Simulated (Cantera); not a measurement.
What does this Cantera script print?

```python
import numpy as np
import cantera as ct

gas = ct.Solution("gri30.yaml")
gas.TPX = 1448, 120000, {'CH4': 4.6, 'H2O': 2.9, 'H2': 0.13}
reactor = ct.IdealGasConstPressureReactor(gas, energy="off", clone=False)
net = ct.ReactorNet([reactor])
net.rtol, net.atol = 1e-08, 1e-18
show = ['CH4', 'H2O', 'H2', 'H', 'HO2']
times = np.geomspace(2e-05, 50, 13)

steps = ct.SolutionArray(gas, extra=["t"])
rows = []
print(f"{'t/s':>10s}{'T/K':>9s}{'P/Pa':>11s}" + "".join(f"{s:>11s}" for s in show))
for t in times:
    while net.time < t:
        t_next = net.step()
        steps.append(gas.state, t=t_next)
    rows.append([np.interp(t, steps.t, y) for y in (steps.T, steps.P, *steps(*show).X.T)])
    print(f"{t:10.3e}{rows[-1][0]:9.1f}{rows[-1][1]:11.4g}" + "".join(f"{x:11.3e}" for x in rows[-1][2:]))
rate = np.gradient(steps.T, steps.t)
print("integrator steps:", len(steps.t))
if steps.T.max() > steps.T[0] + 200:
    print(f"time of steepest temperature rise: {steps.t[rate.argmax()]:.4e} s")
gas.TPX = 1448, 120000, {'CH4': 4.6, 'H2O': 2.9, 'H2': 0.13}
gas.equilibrate("TP")
print(f"equilibrium (TP): T = {gas.T:.1f} K  " + "  ".join(f"{s} {gas[s].X[0]:.3e}" for s in show))
```

Output:

```
       t/s      T/K       P/Pa        CH4        H2O         H2          H        HO2
 2.000e-05   1448.0    1.2e+05  6.029e-01  3.801e-01  1.704e-02  2.620e-08  3.896e-20
 6.826e-05   1448.0    1.2e+05  6.028e-01  3.801e-01  1.705e-02  5.085e-08  1.425e-18
 2.330e-04   1448.0    1.2e+05  6.028e-01  3.801e-01  1.708e-02  1.003e-07  1.930e-17
 7.953e-04   1448.0    1.2e+05  6.025e-01  3.801e-01  1.721e-02  1.242e-07  3.667e-17
 2.714e-03   1448.0    1.2e+05  6.016e-01  3.800e-01  1.771e-02  1.607e-07  6.699e-17
 9.265e-03   1448.0    1.2e+05  5.980e-01  3.797e-01  2.010e-02  2.484e-07  1.456e-16
 3.162e-02   1448.0    1.2e+05  5.827e-01  3.770e-01  3.250e-02  4.350e-07  1.998e-16
 1.079e-01   1448.0    1.2e+05  5.320e-01  3.653e-01  7.875e-02  9.184e-07  1.772e-16
 3.684e-01   1448.0    1.2e+05  4.175e-01  3.373e-01  1.852e-01  1.923e-06  1.256e-16
 1.257e+00   1448.0    1.2e+05  2.539e-01  2.951e-01  3.370e-01  3.668e-06  1.174e-16
 4.292e+00   1448.0    1.2e+05  1.701e-01  2.504e-01  4.324e-01  5.523e-06  1.434e-16
 1.465e+01   1448.0    1.2e+05  1.676e-01  1.885e-01  4.831e-01  5.874e-06  8.311e-17
 5.000e+01   1448.0    1.2e+05  1.548e-01  1.116e-01  5.520e-01  6.277e-06  2.737e-17
integrator steps: 1407
equilibrium (TP): T = 1448.0 K  CH4 9.778e-02  H2O 8.002e-06  H2 6.781e-01  H 6.976e-06  HO2 1.258e-25
```

Cantera simulation using GRI-Mech 3.0 (53 species, 325 reactions); the numbers are that mechanism's predictions, not measurements. GRI-Mech 3.0 stops at C3 and has no aromatics, soot or wall deposition, so with more carbon than oxygen in the feed, carbon stays in small species such as C2H2 where larger ones or solid carbon would form.
